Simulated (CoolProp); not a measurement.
Properties of octamethylcyclotetrasiloxane (D4) along the isotherm 299.4 K.

The numbers come from the reference Helmholtz-energy equation of state, Thol 2015 in CoolProp.

```
p (MPa)   phase          Z  Joule-Thomson coefficient (K/MPa)
-------  ------  ---------  ---------------------------------
0.00213  liquid  0.0002674                            -0.4029
0.00379  liquid  0.0004757                            -0.4029
0.00674  liquid  0.0008460                            -0.4029
0.012    liquid   0.001506                            -0.4029
0.0213   liquid   0.002673                            -0.4029
0.0379   liquid   0.004757                            -0.4030
0.0674   liquid   0.008459                            -0.4030
0.12     liquid    0.01506                            -0.4031
0.213    liquid    0.02673                            -0.4033
0.379    liquid    0.04754                            -0.4037
0.674    liquid    0.08451                            -0.4042
```
